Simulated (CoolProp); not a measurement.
Saturation properties of CH3F (R41).

The numbers come from the reference Helmholtz-energy equation of state, Lemmon 2006 in CoolProp. It is a short technical equation, of lower accuracy than the large ones.

```json
[
 {"T (°C)": "-60.95", "p (MPa)": "0.2424", "liquid cp (kJ/(kg K))": "2.109", "vapour Z": "0.9269"},
 {"T (°C)": "-47.85", "p (MPa)": "0.4242", "liquid cp (kJ/(kg K))": "2.156", "vapour Z": "0.8967"},
 {"T (°C)": "-34.75", "p (MPa)": "0.6952", "liquid cp (kJ/(kg K))": "2.227", "vapour Z": "0.8592"},
 {"T (°C)": "-21.65", "p (MPa)": "1.080", "liquid cp (kJ/(kg K))": "2.329", "vapour Z": "0.8139"},
 {"T (°C)": "-8.65", "p (MPa)": "1.602", "liquid cp (kJ/(kg K))": "2.482", "vapour Z": "0.7598"},
 {"T (°C)": "4.45", "p (MPa)": "2.298", "liquid cp (kJ/(kg K))": "2.730", "vapour Z": "0.6944"},
 {"T (°C)": "17.55", "p (MPa)": "3.202", "liquid cp (kJ/(kg K))": "3.200", "vapour Z": "0.6141"},
 {"T (°C)": "30.55", "p (MPa)": "4.350", "liquid cp (kJ/(kg K))": "4.504", "vapour Z": "0.5094"}
]
```

It boils at -78.4 °C under 1 atm.
